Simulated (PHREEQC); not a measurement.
**Buffer: speciation**

Consider water at 25 °C with 1.1 mmol/kgw HF, 12 mmol/kgw NaF and 10 mmol/kgw NaCl. Closed to the air; pH follows from the charge balance.

The numbers come from PHREEQC with the ion-association model, wateq4f.dat.

Each row changes one thing in this solution. No solid was allowed to form.

```tsv
case	pH	F- (mol/kgw)	HF (mol/kgw)	NaF (mol/kgw)
as made	4.20	0.0119	0.000978	0.000112
0.0055 mol/kgw TMAH added	?	0.0130	4.40e-11	0.000118
HF replaced by Na2SiF6 at the same molality	4.44	0.0122	0.000561	0.000124
NaCl left out	4.21	0.0120	0.000982	6.54e-5
temperature from 25 to 45 °C	4.35	0.0119	0.000996	?
diluted 2-fold with water	?	0.00602	0.000473	3.05e-5
0.00013 mol/kgw Na2CO3 added	4.32	0.0122	0.000749	0.000115
NaCl from 0.01 to 0.005 mol/kgw	4.20	0.0119	0.000980	8.91e-5
```

Problem. Complete the blanks.

Solution. 
- 0.0055 mol/kgw TMAH added, pH: 11.57
- temperature from 25 to 45 °C, NaF (mol/kgw): 0.000110
- diluted 2-fold with water, pH: 4.23

Some of these states are supersaturated (in Quartz (slow to form), for instance). (CH3)4N+ isn't in the database: it is added as a free cation with an ion size of 4 Å. At this temperature some constants are extrapolated from 25 °C, and those without enthalpy data are left unchanged.
